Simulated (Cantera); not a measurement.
**Fluorocarbon and chlorocarbon gases: C2F6 + HCl + H2**

Charge: 1 mol C2F6, 0.037 mol HCl, 0.36 mol H2, equilibrated at 8900 Pa.

Equilibrium computed with Cantera from the NASA thermochemical tables; the gas is ideal and each condensed phase is pure. Candidate condensed phases: C, C6H6, C7H8, C8H18; 135 gas species. Ions and electrons are included (thermal ionisation). The feed counts by its element totals alone. The tables' values for C2F4 are old estimates; treat these amounts as uncertain. Gases not in the tables: C2F6 and larger saturated fluorocarbons. Rates play no part.

From 1727 °C to 2977 °C the condensed part is C(graphite). From 3227 °C to 4727 °C nothing is condensed. The main C-bearing gas is CF4 at 1727 °C and C at 4727 °C.

```csv
T (°C),x F,x CF4,x CF2,x HF,x C,x CF,x H,x C3,x C2,x CF3,x Cl,n C(graphite)
1727,0.00608,0.592,0.0288,0.352,3.42e-10,2.82e-5,7.08e-7,3.11e-10,2.63e-11,0.00359,0.0163,0.659
1977,0.0472,0.449,0.157,0.317,4.09e-8,0.000652,4.22e-6,7.30e-8,6.43e-9,0.0131,0.0152,0.521
2227,0.195,0.148,0.386,0.234,1.87e-6,0.00637,1.78e-5,5.58e-6,5.15e-7,0.0187,0.0114,0.193
2477,0.415,0.0117,0.354,0.176,4.24e-5,0.0271,8.41e-5,0.000190,1.83e-5,0.00739,0.00857,0.276
2727,0.586,0.000453,0.185,0.148,0.000569,0.0677,0.000438,0.00351,0.000356,0.00144,0.00723,0.641
2977,0.629,1.20e-5,0.0681,0.125,0.00511,0.117,0.00216,0.0407,0.00434,0.000186,0.00620,0.0352
3227,0.683,3.06e-7,0.0159,0.108,0.0177,0.101,0.00835,0.0489,0.0103,1.80e-5,0.00567,0
3477,0.700,9.48e-9,0.00368,0.0840,0.0467,0.0755,0.0250,0.0415,0.0177,1.86e-6,0.00532,0
3727,0.699,3.67e-10,0.000863,0.0506,0.0963,0.0507,0.0501,0.0247,0.0220,2.11e-7,0.00493,0
3977,0.691,1.67e-11,0.000196,0.0240,0.153,0.0295,0.0696,0.00920,0.0188,2.50e-8,0.00458,0
4227,0.685,<1e-12,4.40e-5,0.0105,0.192,0.0152,0.0790,0.00221,0.0113,3.15e-9,0.00438,0
4477,0.683,<1e-12,1.04e-5,0.00471,0.211,0.00751,0.0829,0.000443,0.00576,4.47e-10,0.00428,0
4727,0.682,<1e-12,2.73e-6,0.00224,0.220,0.00382,0.0846,9.08e-5,0.00286,7.40e-11,0.00424,0
```
x: gas mole fraction; n: condensed amount in mol.
